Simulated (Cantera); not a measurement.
Charge: 1 mol SiH2Cl2, 0.88 mol N2, 92 mol H2.

Method: chemical equilibrium by Gibbs-energy minimisation in Cantera with the NASA 1993 tables (ideal gas, pure condensed phases). Candidate condensed phases: NH4Cl, Si, Si3N4; 28 gas species. N2 is the only nitrogen source here; it is nearly inert below about 1500 K, so the nitride shown seldom forms there in practice. Mutual solubility and eutectic melting of coexisting phases are not modelled. The tables' values for SiCl3 are old estimates. Kinetics and transport are ignored.

Stable condensed phases, one row left out:

```
T in K \ P in Pa
              5     15     45    140    410   1200   3700  11000  33000 100000
   2075       A      A      A      A      A      A      B      B      B      B
   1975       A      A      A      A      B      B      B      B      B      B
   1875       A      A      A      B      B      B      B      B      B      B
   1775       A      A      B      B      B      B      B      B      B      C
   1575       B      B      B      B      B      B      C      D      D      D
   1475       B      B      B      B      C      D      D      D      D      D
   1375       B      B      C      D      D      D      D      D      D      D
   1275       C      D      D      D      D      D      D      D      D      D
   1175       D      D      D      D      D      D      D      D      D      D
   1075       D      D      D      D      D      D      D      D      D      D
    975       D      D      D      D      D      D      D      D      D      D
    875       D      D      D      D      D      D      D      D      D      D
    775       D      D      D      D      D      D      D      D      D      D
```

A: gas only; B: Si; C: Si + Si3N4; D: Si3N4.

### Question
Give the row for 1675 K.

### Answer
5: Si; 15: Si; 45: Si; 140: Si; 410: Si; 1200: Si; 3700: Si; 11000: Si; 33000: Si3N4; 100000: Si3N4.
